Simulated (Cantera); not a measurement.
Input (Python, Cantera):

```python
import numpy as np
import cantera as ct

gas = ct.Solution("h2o2.yaml")
gas.TPX = 1098, 33000, {'H2': 1, 'O2': 1.61, 'N2': 6.06}
reactor = ct.IdealGasReactor(gas, energy="on", clone=False)
net = ct.ReactorNet([reactor])
net.rtol, net.atol = 1e-08, 1e-16
show = ['H2', 'O2', 'OH', 'H2O2', 'O', 'H', 'HO2']
times = np.geomspace(9e-06, 0.8, 14)

steps = ct.SolutionArray(gas, extra=["t"])
rows = []
print(f"{'t/s':>10s}{'T/K':>9s}{'P/Pa':>11s}" + "".join(f"{s:>11s}" for s in show))
for t in times:
    while net.time < t:
        t_next = net.step()
        steps.append(gas.state, t=t_next)
    rows.append([np.interp(t, steps.t, y) for y in (steps.T, steps.P, *steps(*show).X.T)])
    print(f"{t:10.3e}{rows[-1][0]:9.1f}{rows[-1][1]:11.4g}" + "".join(f"{x:11.3e}" for x in rows[-1][2:]))
rate = np.gradient(steps.T, steps.t)
print("integrator steps:", len(steps.t))
if steps.T.max() > steps.T[0] + 200:
    print(f"time of steepest temperature rise: {steps.t[rate.argmax()]:.4e} s")
gas.TPX = 1098, 33000, {'H2': 1, 'O2': 1.61, 'N2': 6.06}
gas.equilibrate("UV")
print(f"equilibrium (UV): T = {gas.T:.1f} K  " + "  ".join(f"{s} {gas[s].X[0]:.3e}" for s in show))
```

It prints:

```
       t/s      T/K       P/Pa         H2         O2         OH       H2O2          O          H        HO2
 9.000e-06   1098.0    3.3e+04  1.153e-01  1.857e-01  5.727e-11  2.164e-13  1.047e-10  5.484e-10  5.563e-10
 2.162e-05   1098.0    3.3e+04  1.153e-01  1.857e-01  2.594e-10  1.316e-12  5.420e-10  2.017e-09  1.463e-09
 5.195e-05   1098.0    3.3e+04  1.153e-01  1.857e-01  2.755e-09  9.881e-12  5.988e-09  2.000e-08  5.928e-09
 1.248e-04   1098.0    3.3e+04  1.153e-01  1.857e-01  4.440e-07  6.835e-10  9.671e-07  3.195e-06  5.075e-07
 2.999e-04   1523.5  4.477e+04  8.409e-03  1.274e-01  8.997e-03  1.239e-06  2.309e-02  2.440e-02  2.303e-05
 7.205e-04   2025.8  5.775e+04  1.816e-03  1.316e-01  8.907e-03  1.286e-07  4.823e-03  1.340e-03  4.814e-06
 1.731e-03   2104.8  5.973e+04  4.118e-04  1.341e-01  4.662e-03  8.449e-08  1.083e-03  1.338e-04  2.895e-06
 4.159e-03   2113.6  5.995e+04  2.778e-04  1.345e-01  3.874e-03  9.030e-08  7.309e-04  7.379e-05  3.016e-06
 9.993e-03   2113.7  5.995e+04  2.767e-04  1.345e-01  3.867e-03  9.039e-08  7.281e-04  7.335e-05  3.018e-06
 2.401e-02   2113.7  5.995e+04  2.767e-04  1.345e-01  3.867e-03  9.039e-08  7.281e-04  7.335e-05  3.018e-06
 5.768e-02   2113.7  5.995e+04  2.767e-04  1.345e-01  3.867e-03  9.039e-08  7.281e-04  7.335e-05  3.018e-06
 1.386e-01   2113.7  5.995e+04  2.767e-04  1.345e-01  3.867e-03  9.039e-08  7.281e-04  7.335e-05  3.018e-06
 3.330e-01   2113.7  5.995e+04  2.767e-04  1.345e-01  3.867e-03  9.039e-08  7.281e-04  7.335e-05  3.018e-06
 8.000e-01   2113.7  5.995e+04  2.767e-04  1.345e-01  3.867e-03  9.039e-08  7.281e-04  7.335e-05  3.018e-06
integrator steps: 1140
time of steepest temperature rise: 2.6947e-04 s
equilibrium (UV): T = 2113.7 K  H2 2.767e-04  O2 1.345e-01  OH 3.867e-03  H2O2 9.039e-08  O 7.281e-04  H 7.335e-05  HO2 3.018e-06
```

Cantera simulation using the H2/O2 subset of GRI-Mech 3.0, which has no nitrogen chemistry; the numbers are that mechanism's predictions, not measurements.
